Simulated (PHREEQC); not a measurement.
A made-up water analysis in mg/kgw, 95 °C, pH 6.8:

```tsv
constituent	mg/kgw
Na	9630
K	2080
Ca	160
Mg	1570
Cl	15500
S(6) as SO4	7430
Alkalinity as HCO3	17.9
```

Valence states are taken as typed.

Equilibrium calculation in PHREEQC: Pitzer model, pitzer.dat.

```json
[
 {"quantity": "HCO3- (mol/kgw)", "before": "0.000268", "after": "0.000845"},
 {"quantity": "CO2 (mol/kgw)", "before": "4.88e-5", "after": "0.000154"},
 {"quantity": "MgOH+ (mol/kgw)", "before": "1.63e-5", "after": "1.63e-5"},
 {"quantity": "MgCO3 (mol/kgw)", "before": "1.34e-6", "after": "4.22e-6"},
 {"quantity": "HSO4- (mol/kgw)", "before": "1.17e-6", "after": "1.17e-6"},
 {"quantity": "CO3-2 (mol/kgw)", "before": "8.89e-7", "after": "2.80e-6"},
 {"quantity": "SI of Gypsum (CaSO4:2H2O)", "before": "-0.70", "after": "-0.70"},
 {"quantity": "SI of Magnesite (MgCO3)", "before": "-1.23", "after": "-0.73"}
]
```

Problem. What was changed between the two runs?
A) pH from 6.8 to 6.3 at the same alkalinity
B) S(6) from 7430 to 14900 mg/kgw
C) Alkalinity from 17.9 to 53.7 mg/kgw
D) pH from 6.8 to 6.5 at the same alkalinity

Solution. C, Alkalinity from 17.9 to 53.7 mg/kgw

No solid was allowed to form. Constants without temperature data keep their 25 °C values here.
